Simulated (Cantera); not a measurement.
Feed: 1 mol Fe2O3, 1.3 mol Cl2, 0.83 mol N2, at 13.3 mbar.

Cantera equilibrium calculation (NASA polynomials, part measured and part estimated; ideal gas, pure solids and liquids). Candidate condensed phases: Fe, FeCl2, FeCl3, FeO, Fe2O3, Fe3O4; 19 gas species. Rates play no part. All values below are at 1698 K.

Base state: FeCl2 0.356, O2 0.290, N2 0.259, Cl 0.0868, Cl2 0.00278, FeCl3 0.00262, NO 0.00194, O 0.000204 (mole fractions); condensed: Fe3O4(s).

Problem. What changes in the equilibrium state with this change: Fe2O3 replaced by Fe3O4?

Solution. 
```json
[
 {"species": "FeCl2", "before": "0.356", "after": "0.380"},
 {"species": "N2", "before": "0.259", "after": "0.273"},
 {"species": "O2", "before": "0.290", "after": "0.254"},
 {"species": "Cl", "before": "0.0868", "after": "0.0856"},
 {"species": "Fe2Cl4", "before": "1.82e-5", "after": "2.07e-5"},
 {"species": "ClO", "before": "0.000106", "after": "9.78e-5"},
 {"species": "O", "before": "0.000204", "after": "0.000191"},
 {"species": "FeCl3", "before": "0.00262", "after": "0.00275"},
 {"species": "Fe3O4(s), mol", "before": "0.284", "after": "0.614"}
]
```

Problem. What changes in the equilibrium state with this change: Cl2 from 1.3 to 0.081 mol?

Solution. 
```tsv
species	before	after
N2	0.259	0.729
O2	0.290	0.183
FeCl2	0.356	0.0560
Cl	0.0868	0.0295
Fe2Cl4	1.82e-5	4.50e-7
FeCl3	0.00262	0.000139
Cl2	0.00278	0.000320
Fe3O4(s), mol	0.284	0.645
```
